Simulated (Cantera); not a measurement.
Input (Python, Cantera) and output of one run.

```python
import numpy as np
import cantera as ct

gas_names = [...]  # 116 gases of nasa_gas.yaml made of C, H, Mg, O
cond_names = """
    C(gr) C6H6(L) C7H8(L) C8H18(L),n-octa H2O(s) H2O(L) Mg(cr) Mg(L) MgCO3(s) MgO(s) MgO(L) MgO2H2(s)
""".split()


# ... load() reads the species with a 1 bar reference pressure and builds the phases ...
atoms = {
    'MgCO3': {'Mg': 1, 'C': 1, 'O': 3},
    'O2': {'O': 2},
    'H2': {'H': 2},
}
top_T = {'C(gr)': 4500}  # K; cautious upper limits of use, not melting points


# ... equilibrate(T, P, feed) seeds the gas with the atoms and calls Mixture.equilibrate('TP', solver="vcs", rtol=1e-11, max_steps=5000) ...
results = []
feed = {'MgCO3': 1, 'O2': 0.7, 'H2': 0.6}  # mol
P = 260000  # Pa
for T in [948, 1048, 1148, 1248, 1348, 1448, 1548, 1648, 1748, 1848, 1948, 2048, 2148, 2248]:
    mix = equilibrate(T, P, feed)
    results.append((T, P, feed, dict(zip(mix.species_names, mix.species_moles))))

top = {s: max(r[3][s] / sum(r[3][g] for g in gas_names) for r in results) for s in gas_names}
cols = sorted((s for s in top if top[s] > 1e-05), key=lambda s: -top[s])[:8]
seen = [c for c in cond_names if any(r[3].get(c, 0) > 1e-12 for r in results)]
print("log10 of partial pressures in bar; condensed amounts in mol")
print(f"{'T/K':>10s}" + "".join(f"{s[:9]:>10s}" for s in cols + seen))
for T, P, feed, n in results:
    ng = sum(n[g] for g in gas_names)
    print(f"{T:10.4g}" + "".join(f"{np.log10(max(n[s] / ng * P / 1e5, 1e-99)):10.3f}" for s in cols)
          + "".join(f"{n.get(c, 0):10.4g}" for c in seen))
```

It prints:

```
log10 of partial pressures in bar; condensed amounts in mol
       T/K       CO2       H2O        O2        OH        CO         O        H2         H    MgO(s)
       948     0.114    -0.108    -0.284    -6.860   -10.770   -10.669   -10.734   -14.647         1
      1048     0.114    -0.108    -0.284    -6.006    -9.284    -9.341    -9.431   -12.828         1
      1148     0.114    -0.108    -0.284    -5.300    -8.058    -8.242    -8.353   -11.321         1
      1248     0.114    -0.108    -0.284    -4.707    -7.031    -7.319    -7.445   -10.053         1
      1348     0.114    -0.108    -0.284    -4.202    -6.157    -6.531    -6.670    -8.971         1
      1448     0.114    -0.108    -0.284    -3.766    -5.405    -5.852    -6.002    -8.036         1
      1548     0.114    -0.108    -0.284    -3.386    -4.752    -5.260    -5.419    -7.221         1
      1648     0.114    -0.108    -0.284    -3.053    -4.178    -4.739    -4.906    -6.503         1
      1748     0.114    -0.109    -0.284    -2.758    -3.672    -4.277    -4.452    -5.867         1
      1848     0.114    -0.109    -0.285    -2.495    -3.221    -3.865    -4.046    -5.299         1
      1948     0.113    -0.110    -0.285    -2.259    -2.817    -3.495    -3.683    -4.788         1
      2048     0.112    -0.111    -0.285    -2.047    -2.454    -3.161    -3.355    -4.327         1
      2148     0.110    -0.114    -0.285    -1.855    -2.127    -2.858    -3.059    -3.909    0.9999
      2248     0.106    -0.117    -0.285    -1.681    -1.831    -2.581    -2.790    -3.529    0.9999
```

Cantera equilibrium calculation (NASA polynomials, part measured and part estimated; ideal gas, pure solids and liquids).
